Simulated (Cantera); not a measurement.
Charge: 1 mol CO, 0.27 mol H2O, 1 mol H2, held at 13300 Pa.

Method: chemical equilibrium by Gibbs-energy minimisation in Cantera with the NASA 1993 tables (ideal gas, pure condensed phases). Candidate condensed phases: C, C6H6, C7H8, C8H18, H2O; 110 gas species. Kinetics and transport are ignored. All values below are at 2098 K.

Base state: H2 0.455, CO 0.421, H2O 0.0998, CO2 0.0187, H 0.00569, OH 0.000148 (mole fractions); condensed: gas only.

**Question.** What changes in the equilibrium state with this change: H2 from 1 to 4.9 mol?

**Answer.** 
```
species    before    after
-------  --------  -------
H2          0.455    0.789
CO          0.421    0.160
H2O        0.0998   0.0418
CO2        0.0187  0.00172
OH       0.000148  4.71e-5
H         0.00569  0.00749
```
